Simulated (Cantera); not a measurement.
An isothermal, constant-pressure homogeneous reactor starts with CH₄ : N₂ = 1 : 3.1 (molar parts), at 1475 K and 13300 Pa. Integrator tolerance rtol = 1e-08.

Detailed kinetics in Cantera: GRI-Mech 3.0 (53 species, 325 reactions). GRI-Mech 3.0 stops at C3 and has no aromatics, soot or wall deposition, so with more carbon than oxygen in the feed, carbon stays in small species such as C2H2 where larger ones or solid carbon would form.

Q: What does this change do: pressure from 13300 Pa to 100000 Pa?

A: 
| quantity | before | after |
|---|---|---|
| x(CH₄) at 20.0 s | 0.0286 (gas-phase equilibrium 0.00527) | 0.0373 (gas-phase equilibrium 0.0300) |
| x(C₂H) at 20.0 s | 7.67e-9 (gas-phase equilibrium 5.71e-9) | 3.27e-9 (gas-phase equilibrium 1.81e-9) |
| x(CH₃) at 20.0 s | 3.22e-5 (gas-phase equilibrium 7.10e-6) | 1.99e-5 (gas-phase equilibrium 1.56e-5) |
| x(C₂H₂) at 20.0 s | 0.0855 (gas-phase equilibrium 0.0532) | 0.0769 (gas-phase equilibrium 0.0436) |
| x(C₂H₆) at 20.0 s | 3.67e-6 (gas-phase equilibrium 2.97e-7) | 1.75e-5 (gas-phase equilibrium 1.08e-5) |
| x(C₂H₄) at 20.0 s | 0.00112 (gas-phase equilibrium 0.000740) | 0.00683 (gas-phase equilibrium 0.00404) |
| x(H) at 20.0 s | 1.44e-5 (gas-phase equilibrium 1.92e-5) | 6.45e-6 (gas-phase equilibrium 6.60e-6) |

Q: What does this change do: CH4 1 to 0.28 parts?

A: 
```
quantity                                             before                                     after
-----------------  ----------------------------------------  ----------------------------------------
x(CH₄) at 20.0 s     0.0286 (gas-phase equilibrium 0.00527)   0.0117 (gas-phase equilibrium 0.000648)
x(C₂H) at 20.0 s    7.67e-9 (gas-phase equilibrium 5.71e-9)   4.65e-9 (gas-phase equilibrium 2.21e-9)
x(CH₃) at 20.0 s    3.22e-5 (gas-phase equilibrium 7.10e-6)   2.08e-5 (gas-phase equilibrium 1.39e-6)
x(C₂H₂) at 20.0 s     0.0855 (gas-phase equilibrium 0.0532)     0.0327 (gas-phase equilibrium 0.0129)
x(C₂H₆) at 20.0 s   3.67e-6 (gas-phase equilibrium 2.97e-7)   1.67e-6 (gas-phase equilibrium 1.13e-8)
x(C₂H₄) at 20.0 s  0.00112 (gas-phase equilibrium 0.000740)  0.000175 (gas-phase equilibrium 7.13e-5)
x(H) at 20.0 s      1.44e-5 (gas-phase equilibrium 1.92e-5)   8.71e-6 (gas-phase equilibrium 1.21e-5)
```
